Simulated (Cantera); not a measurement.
A closed system holds: 1 mol MgO, 48 mol HBr, 6.9 mol H2, at 1.00 bar.

Equilibrium computed with Cantera from the NASA thermochemical tables; the gas is ideal and each condensed phase is pure. Candidate condensed phases: Br2, H2O, Mg, MgBr2, MgO, Mg(OH)2; 20 gas species. The numbers say what is thermodynamically allowed, not how fast it happens. All values below are at 477 °C.

Base state: HBr 0.853, H2 0.128, H2O 0.0186 (mole fractions); condensed: MgBr2(s).

Task: What changes in the equilibrium state with this change: MgO replaced by CaO?

Result: 
```
species        before   after
-------------  ------  ------
HBr             0.853   0.853
H2              0.128   0.128
H2O            0.0186  0.0186
MgBr2(s), mol   1.000       0
CaBr2(s), mol       0    1.00
```
Further candidate phases: Ca, CaBr2, CaO, Ca(OH)2.
